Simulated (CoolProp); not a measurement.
Vapour-liquid equilibrium of hydrogen sulfide (1) + isobutane (2) at 21.75 °C; x and y are mole fractions of (1).

Model: multi-fluid Helmholtz-energy mixture model, Lemmon 2006 and Bücker 2006; pair parameters Kunz 2012, in CoolProp.

| x | bubble pressure (MPa) | y at the bubble point | dew pressure at overall composition x (MPa) | liquid density (mol/L) |
|---|---|---|---|---|
| 0.05 | 0.4300 | 0.273 | 0.3346 | 9.854 |
| 0.2 | 0.7601 | 0.624 | 0.3935 | 10.87 |
| 0.35 | 1.043 | 0.754 | 0.4759 | 12.07 |
| 0.5 | 1.267 | 0.824 | 0.5997 | 13.53 |
| 0.65 | 1.452 | 0.873 | 0.8052 | 15.39 |
| 0.8 | 1.623 | 0.921 | 1.184 | 17.89 |
| 0.95 | 1.800 | 0.977 | 1.719 | 21.45 |

No azeotrope shows between x = 0.05 and 0.95.

The pair parameters rest on a limited set of measurements; away from them the model extrapolates.
